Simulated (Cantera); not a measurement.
A Cantera script and its output.

```python
import numpy as np
import cantera as ct

gas = ct.Solution("gri30.yaml", transport_model="mixture-averaged")
show = ['OH', 'O', 'H2']

rows = []
print(f"{'T/K':>7s}{'rho':>11s}{'cp':>10s}{'mu':>11s}{'lambda':>11s}{'Pr':>7s}" + "".join(f"{'D_' + s:>11s}" for s in show))
for T in [400, 650, 900, 1150, 1400, 1650, 1900]:
    gas.TPX = T, 13332, {'O2': 0.24}
    Pr = gas.cp_mass * gas.viscosity / gas.thermal_conductivity
    D = [gas.mix_diff_coeffs_mole[gas.species_index(s)] for s in show]
    rows.append([gas.density, gas.cp_mass, gas.viscosity, gas.thermal_conductivity, Pr, *D])
    print(f"{T:7g}{gas.density:11.4e}{gas.cp_mass:10.1f}{gas.viscosity:11.4e}"
          f"{gas.thermal_conductivity:11.4e}{Pr:7.3f}" + "".join(f"{d:11.4e}" for d in D))
print("SI units: kg/m3, J/kg/K, Pa s, W/m/K, m2/s")
```

Result:

```
    T/K        rho        cp         mu     lambda     Pr       D_OH        D_O       D_H2
    400 1.2827e-01     941.4 2.5629e-05 3.3852e-02  0.713 4.0476e-04 4.1300e-04 1.0008e-03
    650 7.8935e-02    1017.4 3.5981e-05 5.1624e-02  0.709 9.2354e-04 9.4234e-04 2.2587e-03
    900 5.7009e-02    1073.7 4.4705e-05 6.7643e-02  0.710 1.5927e-03 1.6251e-03 3.8806e-03
   1150 4.4616e-02    1108.6 5.2496e-05 8.2174e-02  0.708 2.3954e-03 2.4442e-03 5.8269e-03
   1400 3.6648e-02    1134.2 5.9661e-05 9.5657e-02  0.707 3.3207e-03 3.3883e-03 8.0714e-03
   1650 3.1096e-02    1155.4 6.6364e-05 1.0843e-01  0.707 4.3605e-03 4.4493e-03 1.0594e-02
   1900 2.7004e-02    1174.1 7.2707e-05 1.2073e-01  0.707 5.5086e-03 5.6208e-03 1.3381e-02
SI units: kg/m3, J/kg/K, Pa s, W/m/K, m2/s
```

Cantera simulation using GRI-Mech 3.0 (53 species, 325 reactions); the numbers are that mechanism's predictions, not measurements.
